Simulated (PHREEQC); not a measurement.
Consider water at 85 °C with 0.039 mol HNO3, 0.00048 mol Al(NO3)3 and 2.7e-05 mol CO2 per kg of water. Closed to the air; pH follows from the charge balance.

Equilibrium calculation in PHREEQC: ion-association model, wateq4f.dat.

Precipitation was switched off in this run.

Q: Predict the pH.

A: pH 1.48.

Constants without temperature data keep their 25 °C values here.
